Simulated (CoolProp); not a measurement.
Vapour pressure (kPa) of oxygen: the reference equation beside estimates from Tc = 154.6 K, pc = 5046 kPa, ω = 0.022. Clausius-Clapeyron is anchored at 125.1 K with a constant enthalpy of vaporisation of 5.244 kJ/mol.

Model: reference Helmholtz-energy equation of state, Schmidt 1985, in CoolProp.

```json
[
 {"T (K)": "106.7", "reference": "429.7", "Lee-Kesler": "429.4", "Clausius-Clapeyron": "569.3", "Redlich-Kwong": "391.2"},
 {"T (K)": "110.4", "reference": "558.5", "Lee-Kesler": "558.7", "Clausius-Clapeyron": "694.1", "Redlich-Kwong": "521.0"},
 {"T (K)": "114", "reference": "709.0", "Lee-Kesler": "709.6", "Clausius-Clapeyron": "831.3", "Redlich-Kwong": "674.4"},
 {"T (K)": "117.7", "reference": "892.4", "Lee-Kesler": "893.2", "Clausius-Clapeyron": "989.2", "Redlich-Kwong": "863.0"},
 {"T (K)": "121.4", "reference": "1108", "Lee-Kesler": "1108", "Clausius-Clapeyron": "1165", "Redlich-Kwong": "1086"},
 {"T (K)": "125.1", "reference": "1358", "Lee-Kesler": "1358", "Clausius-Clapeyron": "1358", "Redlich-Kwong": "1345"},
 {"T (K)": "128.8", "reference": "1647", "Lee-Kesler": "1646", "Clausius-Clapeyron": "1570", "Redlich-Kwong": "1645"},
 {"T (K)": "132.5", "reference": "1977", "Lee-Kesler": "1975", "Clausius-Clapeyron": "1800", "Redlich-Kwong": "1987"},
 {"T (K)": "136.2", "reference": "2352", "Lee-Kesler": "2349", "Clausius-Clapeyron": "2048", "Redlich-Kwong": "2373"},
 {"T (K)": "139.9", "reference": "2776", "Lee-Kesler": "2772", "Clausius-Clapeyron": "2315", "Redlich-Kwong": "2808"},
 {"T (K)": "143.5", "reference": "3239", "Lee-Kesler": "3235", "Clausius-Clapeyron": "2592", "Redlich-Kwong": "3278"},
 {"T (K)": "147.2", "reference": "3772", "Lee-Kesler": "3770", "Clausius-Clapeyron": "2895", "Redlich-Kwong": "3813"},
 {"T (K)": "150.9", "reference": "4371", "Lee-Kesler": "4371", "Clausius-Clapeyron": "3216", "Redlich-Kwong": "4401"}
]
```

Absolute difference from the reference over all 13 rows, mean and median: Lee-Kesler 0.1 and 0.1 %, Clausius-Clapeyron 15.6 and 16.6 %, Redlich-Kwong 2.5 and 1.2 %.
